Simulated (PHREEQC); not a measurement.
A solution holds 0.0026 mol HBr, 0.00055 mol CuSO4 and 0.00027 mol MnSO4 per kg of water, at 25 °C. Closed to the air; pH follows from the charge balance.

Equilibrium calculation in PHREEQC: ion-association model, phreeqc.dat.

Q: The ionic strength comes out as 0.00544 mol/kgw. What activity coefficients do H+, Mn+2, HSO4-, Br-, Cu+2 get?

A: H+ 0.93, Mn+2 0.74, HSO4- 0.92, Br- 0.92, Cu+2 0.74.

Precipitation was switched off in this run. Complexes and solids missing from the database can't appear.
